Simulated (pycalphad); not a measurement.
Computed with pycalphad from the COST 507 light-alloy database (1999), at 1 atm. The data set is of 1999 and partly superseded. Amounts are mole fractions of atoms. Diffusion is slow at the low end, where real alloys seldom reach equilibrium.

Problem. Give the equilibrium state of Ti-0.5892Si (wt.%) at 647 °C.

Solution. 
```
T = 920.00 K, P = 101325 Pa, N = 1 mol of atoms
G = -41527 J/mol, H = 16039 J/mol, S = 62.57 J/(mol K)  (SER reference)
chemical potentials (J/mol): Ti -39687, Si -223645
phase             fraction      x(Ti)      x(Si)
HCP_A3              0.9766     0.9958     0.0042
SITI3               0.0234     0.7500     0.2500
```

Problem. Give the equilibrium state of Ti-0.5892Si (wt.%) at 1567 °C.

Solution. 
```
T = 1840.00 K, P = 101325 Pa, N = 1 mol of atoms
G = -113171 J/mol, H = 50952 J/mol, S = 89.20 J/(mol K)  (SER reference)
chemical potentials (J/mol): Ti -111328, Si -295634
phase             fraction      x(Ti)      x(Si)
BCC_A2              0.9490     0.9925     0.0075
LIQUID              0.0510     0.9435     0.0565
```

Database names, with the compositions (at.%) that they take in these runs: SITI3: Ti 75 Si 25. BCC_A2 is bcc; HCP_A3 is hcp.
